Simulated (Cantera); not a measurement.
Input: 1 mol Ti, 1.2 mol CH4, 11 mol H2, held at 2123 K and 2.30 mbar.

These are equilibrium values from Cantera (NASA tables, ideal gas, pure condensed phases), not measurements of a reactor. Candidate condensed phases: C, C6H6, C7H8, C8H18, Ti, TiC; 77 gas species. TiC: taken at fixed stoichiometry. Equilibrium is a limit: real reactors are often held back by kinetics, nucleation or transport.

Task: What is the equilibrium state?

Result: 
```json
{
 "x(H2)": "0.926",
 "x(H)": "0.0720",
 "x(C2H2 (acetylene))": "0.00153",
 "x(C2H)": "3.31e-6",
 "x(Ti)": "3.12e-6",
 "x(C4H2)": "1.03e-6",
 "n(C(graphite))": "0.157 mol",
 "n(TiC(s))": "1.000 mol",
 "gas_amount": "13.90 mol",
 "log10 activity of Ti(l) (absent)": "-3.80"
}
```
